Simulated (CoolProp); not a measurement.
Vapour-liquid equilibrium of isobutene (1) + n-butane (2) at 91.95 °C; x and y are mole fractions of (1).

Values from CoolProp's multi-fluid Helmholtz-energy mixture model, Lemmon 2005 and Bücker 2006; pair parameters Bell 2016.

```tsv
x	bubble pressure, mixture model (kPa)	bubble pressure, Raoult's law (kPa)	y, mixture model	y, Raoult's law
0.05	1316	1313	0.058	0.060
0.125	1339	1333	0.143	0.147
0.2	…	1353	…	0.231
0.275	1383	1373	0.304	0.313
0.35	1404	1393	…	0.393
0.425	1424	1413	…	0.471
0.5	1444	1432	0.531	0.546
0.575	…	1452	…	0.620
0.65	1482	1472	0.676	0.691
0.725	1500	1492	0.747	0.760
0.8	…	1512	0.817	0.828
0.875	…	1532	0.886	0.894
0.95	1553	1552	0.955	0.958
```

Problem. Fill in the missing entries.

Solution. 
- 0.2, bubble pressure, mixture model (kPa): 1362
- 0.2, y, mixture model: 0.224
- 0.35, y, mixture model: 0.381
- 0.425, y, mixture model: 0.457
- 0.575, bubble pressure, mixture model (kPa): 1463
- 0.575, y, mixture model: 0.604
- 0.8, bubble pressure, mixture model (kPa): 1518
- 0.875, bubble pressure, mixture model (kPa): 1536

The largest gap from Raoult's law is +0.8 % in bubble pressure, at x = 0.425. No azeotrope shows between x = 0.05 and 0.95.

Pair parameters are fitted to limited data, so mixtures are less certain than the pure fluids.
